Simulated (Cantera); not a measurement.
A perfectly stirred reactor is fed with 8.33 % CH₄, 91.7 % N₂, at 0.390 Torr; it is held at 1850 K, and followed from long to short residence time.

Cantera simulation using GRI-Mech 3.0 (53 species, 325 reactions); the numbers are that mechanism's predictions, not measurements. GRI-Mech 3.0 stops at C3 and has no aromatics, soot or wall deposition, so with more carbon than oxygen in the feed, carbon stays in small species such as C2H2 where larger ones or solid carbon would form. Radical loss at walls, strong at low pressure, is not modelled.

Q: Predict: x(CH₄) at τ = 0.910 s; x(CH₃) at τ = 0.910 s; x(C₂H₄) at τ = 0.910 s; x(H) at τ = 0.910 s; x(HCN) at τ = 0.910 s; x(CH₄) at τ = 28.0 ms; x(CH₃) at τ = 28.0 ms; x(C₂H₄) at τ = 28.0 ms; x(H) at τ = 28.0 ms.

A: 
* **x(CH₄) at τ = 0.910 s**: 0.0519
* **x(CH₃) at τ = 0.910 s**: 0.00228
* **x(C₂H₄) at τ = 0.910 s**: 0.00176
* **x(H) at τ = 0.910 s**: 0.000113
* **x(HCN) at τ = 0.910 s**: 8.76e-7
* **x(CH₄) at τ = 28.0 ms**: 0.0831
* **x(CH₃) at τ = 28.0 ms**: 0.000239
* **x(C₂H₄) at τ = 28.0 ms**: 3.88e-6
* **x(H) at τ = 28.0 ms**: 2.40e-6
